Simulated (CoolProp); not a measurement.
Vapour-liquid equilibrium of fluoroethane (R161) (1) + R1234yf (2) at 205.3 K; x and y are mole fractions of (1).

Model: multi-fluid Helmholtz-energy mixture model, Wu 2012 and Lemmon 2022; pair parameters Bell 2016, in CoolProp.

Task: Give the bubble pressure and the first vapour's composition at x = 0.05, 0.35, 0.8. Is there an azeotrope?

Result: x = 0.05: 0.01337 MPa, y = 0.087; x = 0.35: 0.01616 MPa, y = 0.472; x = 0.8: 0.01901 MPa, y = 0.843. No azeotrope shows between x = 0.05 and 0.95.

The pair parameters rest on a limited set of measurements; away from them the model extrapolates.
